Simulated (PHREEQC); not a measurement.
Metal-bearing waste water (model solution)

Solution (25 °C): 0.0012 mol FeCl3, 0.00024 mol MgSO4, 0.00056 mol HCl and 4.4e-05 mol NaCl per kg of water. Closed to the air; pH follows from the charge balance.

Model: ion-association model, wateq4f.dat, run in PHREEQC.

This is a speciation only: nothing precipitates in the calculation.

Q: What pH, ionic strength does the model give?

A: pH 2.85; ionic strength 0.00629 mol/kgw.

Q: In which forms is Mg present?

A: Mg+2 99 %, MgSO4 1.4 % of the Mg.

Saturation is exceeded, for instance for Hematite (slow to form), Goethite (slow to form); the values hold only as long as no solid forms. Species that the database lacks are ignored.
